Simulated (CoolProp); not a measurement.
The fluid at 298.15 K and 0.171 MPa flows at 0.11 m/s in a round tube of 1 mm bore and 1.5 µm roughness, fully developed (64/Re and Nu = 3.66 if laminar; Colebrook and Gnielinski if turbulent). The same conditions are run with several fluids, on thermodynamics alone (safety and materials aside).

Model: reference Helmholtz-energy equation of state of each fluid (m-xylene: Zhou 2012; water: Wagner 2002; R11: Jacobsen 1992; ethylbenzene: Zhou 2012; p-xylene: Zhou 2012), in CoolProp.

```
fluid         Reynolds number  Darcy friction factor  pressure drop (Pa/m)  heat-transfer coefficient (W/(m² K))  mass flow (kg/h)
------------  ---------------  ---------------------  --------------------  ------------------------------------  ----------------
m-xylene                  162                  0.394                  2050                                   475             0.267
water                     123                    ___                  3130                                  2220             0.310
R11                       ___                  0.171                  1530                                   318             0.459
ethylbenzene              155                    ___                  2160                                   468             0.268
p-xylene                  155                  0.412                  2140                                   464               ___
```

What belongs in the gaps?


- water, Darcy friction factor: 0.519
- R11, Reynolds number: 375
- ethylbenzene, Darcy friction factor: 0.413
- p-xylene, mass flow (kg/h): 0.266

Transport values come from each fluid's own correlations; those of R11, ethylbenzene are estimates that may be off by 10 % or more.
